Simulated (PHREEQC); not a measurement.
Make-up at 25 °C: 3.8 mmol/kgw Na2HPO4. Closed to the air; pH follows from the charge balance.

Equilibrium calculation in PHREEQC: ion-association model, wateq4f.dat.

No solid was allowed to form.

### Question
What pH does the model give?

### Answer
pH 9.25.

H3PO4, which wateq4f.dat lacks, is added to it with the constant of phreeqc.dat.
